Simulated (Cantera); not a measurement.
Feed: 1 mol HI, 1.1 mol O2, 19 mol N2, at 1798 K and 10.0 mbar.

These are equilibrium values from Cantera (NASA tables, ideal gas, pure condensed phases), not measurements of a reactor. Candidate condensed phases: H2O, I2; 27 gas species. Rates play no part.

Base state: N2 0.889, I 0.0468, O2 0.0386, H2O 0.0230, NO 0.00188, OH 0.000676, O 0.000235, H2 6.18e-5 (mole fractions); condensed: gas only.

### Question
What changes in the equilibrium state with this change: temperature from 1798 K to 873 K?

### Answer
| species | before | after |
|---|---|---|
| N2 | 0.889 | 0.903 |
| O2 | 0.0386 | 0.0404 |
| H2O | 0.0230 | 0.0238 |
| I | 0.0468 | 0.0177 |
| I2 | 1.82e-6 | 0.0149 |
| O | 0.000235 | <1e-9 |
| OH | 0.000676 | 6.85e-9 |
| H2 | 6.18e-5 | <1e-9 |
| H | 2.77e-5 | <1e-9 |
| NO | 0.00188 | 2.97e-6 |

### Question
What changes in the equilibrium state with this change: temperature from 1798 K to 1325 K?

### Answer
```json
[
 {"species": "N2", "before": "0.889", "after": "0.890"},
 {"species": "I", "before": "0.0468", "after": "0.0467"},
 {"species": "O2", "before": "0.0386", "after": "0.0397"},
 {"species": "NO", "before": "0.00188", "after": "0.000215"},
 {"species": "H2O", "before": "0.0230", "after": "0.0234"},
 {"species": "H", "before": "2.77e-5", "after": "6.49e-9"},
 {"species": "O", "before": "0.000235", "after": "5.49e-7"},
 {"species": "H2", "before": "6.18e-5", "after": "1.58e-7"}
]
```
